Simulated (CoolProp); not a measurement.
A single-stage vapour-compression cycle with R407C: evaporating at 323.15 K (dew point), condensing at 347.15 K (bubble point), superheat 0 K, subcooling 2 K, compressor efficiency 0.6, no pressure losses. Each further row changes one setting.

Values from CoolProp's reference Helmholtz-energy equation of state, Lemmon 2003. It is a pseudo-pure fit of the blend.

```csv
case,cooling COP,pressure ratio,discharge temperature (K),refrigerating effect (kJ/kg),volumetric capacity (kJ/m³)
as stated,4.83,1.87,363.8,107,9780
evaporating temperature 328.15 K,6.17,1.65,361.2,108,11400
condensing temperature 342.15 K,[?],1.69,[?],118,10700
subcooling 7 K,5.35,1.87,363.8,119,[?]
superheat 10 K,4.91,1.87,374.1,[?],[?]
compressor efficiency 0.5,4.03,1.87,[?],107,9780
```

**Question.** What belongs in the gaps?

**Answer.** 
- condensing temperature 342.15 K, cooling COP: 6.31
- condensing temperature 342.15 K, discharge temperature (K): 357.0
- subcooling 7 K, volumetric capacity (kJ/m³): 10800
- superheat 10 K, refrigerating effect (kJ/kg): 121
- superheat 10 K, volumetric capacity (kJ/m³): 10000
- compressor efficiency 0.5, discharge temperature (K): 366.5
